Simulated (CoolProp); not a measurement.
The fluid at 293.15 K and 0.0467 MPa flows at 0.082 m/s in a round tube of 2 mm bore and 1.5 µm roughness, fully developed (64/Re and Nu = 3.66 if laminar; Colebrook and Gnielinski if turbulent). The same conditions are run with several fluids, on thermodynamics alone (safety and materials aside).

The numbers come from the reference Helmholtz-energy equation of state of each fluid (R236EA: Rui 2013; R124: de Vries 1995; R134a: Tillner-Roth 1994; CF4 (R14): Platzer 1990; ethane: Bücker 2006) in CoolProp. The equations of Platzer and Polt are older, rougher fits.

```tsv
fluid	Reynolds number	Darcy friction factor	pressure drop (Pa/m)	heat-transfer coefficient (W/(m² K))	mass flow (kg/h)
R236EA	45.2	1.42	…	25.7	0.00275
R124	34.3	…	8.31	23.4	0.00246
R134a	27.8	2.30	7.64	…	0.00183
CF4 (R14)	16.3	3.92	11.1	28.5	…
ethane	…	6.21	6.03	…	0.000536
```

Problem. What belongs in the gaps?

Solution. 
- R236EA, pressure drop (Pa/m): 7.05
- R124, Darcy friction factor: 1.87
- R134a, heat-transfer coefficient (W/(m² K)): 23.7
- CF4 (R14), mass flow (kg/h): 0.00157
- ethane, Reynolds number: 10.3
- ethane, heat-transfer coefficient (W/(m² K)): 37.2

Transport values come from each fluid's own correlations; those of R236EA, R124, R134a, CF4 (R14) are estimates that may be off by 10 % or more.
